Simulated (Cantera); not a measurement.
Cantera with NASA thermochemical tables; ideal gases at 1 bar, condensed phases pure. Values are per mole of reaction as written; species without (g) are pure solids or liquids, kept so even where they would boil at 1 bar.

Sr(OH)₂ ⇌ Sr + O₂(g) + 2 H(g)

```tsv
T (K)	ΔH° (kJ)	ΔS° (J/K)	ΔG° (kJ)	log10 K
1348	[?]	[?]	[?]	[?]
1448	[?]	[?]	[?]	[?]
1548	1355.0	341.8	825.9	-27.87
1648	1350.7	339.2	791.8	-25.10
1748	1346.5	336.7	758.0	-22.65
1848	1342.3	334.4	724.5	-20.48
1948	1338.2	332.2	691.1	-18.53
2048	1334.1	330.1	658.0	-16.78
2148	[?]	[?]	[?]	[?]
```

Question: Fill in the missing entries.

Answer: 
- 1348, ΔH° (kJ): 1363.5
- 1348, ΔS° (J/K): 347.7
- 1348, ΔG° (kJ): 894.8
- 1348, log10 K: -34.67
- 1448, ΔH° (kJ): 1359.2
- 1448, ΔS° (J/K): 344.7
- 1448, ΔG° (kJ): 860.2
- 1448, log10 K: -31.03
- 2148, ΔH° (kJ): 1330.0
- 2148, ΔS° (J/K): 328.1
- 2148, ΔG° (kJ): 625.1
- 2148, log10 K: -15.20
